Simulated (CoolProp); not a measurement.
Nitrous oxide along the isobar 4.72 MPa: density (kg/m³) from the reference equation and from simpler models built on Tc = 309.5 K, pc = 7.245 MPa, ω = 0.161; each cubic takes its own stable root.

The numbers come from the reference Helmholtz-energy equation of state, Lemmon 2006 in CoolProp. It is a short technical equation, of lower accuracy than the large ones.

```tsv
T (K)	phase	reference	van der Waals	Redlich-Kwong	Soave-Redlich-Kwong	Peng-Robinson
219.8	liquid	1130	714.9	1028	1050	1188
230.1	liquid	1096	694.0	991.6	1015	1148
240.5	liquid	1059	671.0	951.3	975.5	1105
250.8	liquid	1020	645.4	907.3	932.2	1056
261.1	liquid	976.9	616.0	857.9	883.2	1000
271.4	liquid	928.1	580.2	800.5	825.9	934.7
281.7	liquid	869.8	136.8	729.4	755.0	853.4
292.1	gas	138.1	122.3	132.4	134.7	140.0
302.4	gas	119.9	112.1	117.9	118.5	122.5
312.7	gas	108.5	104.3	107.9	107.7	111.0
323	gas	100.3	97.90	100.1	99.61	102.4
333.4	gas	93.67	92.45	93.86	93.11	95.58
343.7	gas	88.30	87.80	88.66	87.78	89.97
```

At some of these states van der Waals gives the other phase, because its saturation line lies elsewhere.
